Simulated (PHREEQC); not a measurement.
**Leach liquor**

Consider water at 85 °C with 0.0079 mol H2SO4 and 0.00015 mol Al2(SO4)3 per kg of water. Closed to the air; pH follows from the charge balance.

Computed with PHREEQC (ion-association model, phreeqc.dat).

Each row changes one thing in this solution. This is a speciation only: nothing precipitates in the calculation.

| case | pH | ionic strength (mol/kgw) | HSO4- (mol/kgw) | SO4-2 (mol/kgw) |
|---|---|---|---|---|
| as made | 2.06 | 0.0126 | 0.00597 | 0.00214 |
| H2SO4 left out | 3.66 | 0.00132 | 3.02e-5 | 0.000344 |
| Al2(SO4)3 left out | 2.05 | 0.0120 | 0.00585 | 0.00205 |
| temperature from 85 to 25 °C | 1.96 | ___ | 0.00343 | ___ |
| Al2(SO4)3 from 0.00015 to 7.5e-05 mol/kgw | 2.05 | 0.0123 | 0.00591 | 0.00210 |
| diluted 2-fold with water | ___ | 0.00720 | 0.00254 | 0.00152 |
| Al2(SO4)3 replaced by (NH4)2SO4 at the same molality | 2.05 | 0.0123 | 0.00593 | 0.00211 |
| Al2(SO4)3 replaced by NaHSO4 at the same molality | 2.05 | 0.0122 | 0.00596 | 0.00209 |
| H2SO4 from 0.0079 to 0.079 mol/kgw | 1.17 | 0.0900 | 0.0740 | 0.00522 |

Question: Complete the blanks.

Answer: 
- temperature from 85 to 25 °C, ionic strength (mol/kgw): 0.0176
- temperature from 85 to 25 °C, SO4-2 (mol/kgw): 0.00467
- diluted 2-fold with water, pH: 2.31

Species that the database lacks are ignored. Some of these states are supersaturated (in Gibbsite (slow to form), for instance). Away from 25 °C the constants follow the database's enthalpies or fits; those with neither stay at their 25 °C values.
